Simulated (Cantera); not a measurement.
Cantera run, input and output.

```python
import numpy as np
import cantera as ct

surf = ct.Interface("diamond.yaml", "diamond_100")
gas, bulk = surf.adjacent["gas"], surf.adjacent["diamond"]
k = surf.kinetics_species_index(bulk.species_names[0])
cover = ["c6HH", "c6H*", "c6*H", "c6**", "c6HM", "c6B"]

rows, drift = [], 0.0
print(f"{'xH':>10s}{'um/h':>11s}" + "".join(f"{s:>11s}" for s in cover))
for v in [0.0001, 0.00025, 0.00063, 0.0016, 0.004, 0.01, 0.025, 0.063, 0.16]:
    T, P, xH, xCH3 = 1323, 2600, v, 1.9e-05
    gas.TPX = T, P, {"H": xH, "CH3": xCH3, "CH4": 0.012, "H2": 1 - xH - xCH3 - 0.012}
    surf.TP = bulk.TP = T, P
    surf.coverages = "c6H*:0.1, c6HH:0.9"
    surf.advance_coverages(100.0)
    before = surf.coverages
    surf.advance_coverages(100.0)
    drift = max(drift, np.max(np.abs(surf.coverages - before) / (surf.coverages + 1e-9)))
    rate = surf.net_production_rates[k] * bulk.mean_molecular_weight / bulk.density * 3.6e9
    rows.append([rate, *surf[cover].coverages])
    print(f"{v:10.4g}{rate:11.4e}" + "".join(f"{x:11.3e}" for x in rows[-1][1:]))
```

Result:

```
        xH       um/h       c6HH       c6H*       c6*H       c6**       c6HM        c6B
    0.0001 1.1456e-03  6.719e-01  2.870e-02  2.954e-01  3.931e-03  5.359e-06  3.109e-12
   0.00025 6.5915e-03  5.395e-01  3.977e-02  4.093e-01  1.130e-02  7.818e-06  1.789e-11
   0.00063 2.3046e-02  4.485e-01  4.676e-02  4.811e-01  2.342e-02  1.036e-05  6.254e-11
    0.0016 4.9831e-02  3.999e-01  4.995e-02  5.140e-01  3.602e-02  1.285e-05  1.352e-10
     0.004 7.7333e-02  3.779e-01  5.117e-02  5.263e-01  4.453e-02  1.454e-05  2.098e-10
      0.01 1.0703e-01  3.684e-01  5.165e-02  5.309e-01  4.900e-02  1.513e-05  2.904e-10
     0.025 1.5358e-01  3.645e-01  5.190e-02  5.326e-01  5.103e-02  1.458e-05  4.167e-10
     0.063 2.3946e-01  3.628e-01  5.216e-02  5.330e-01  5.195e-02  1.268e-05  6.498e-10
      0.16 3.7523e-01  3.621e-01  5.270e-02  5.327e-01  5.247e-02  9.371e-06  1.018e-09
```

Model: the Harris–Goodwin 1993 mechanism for the reconstructed diamond (100) surface, integrated in Cantera.
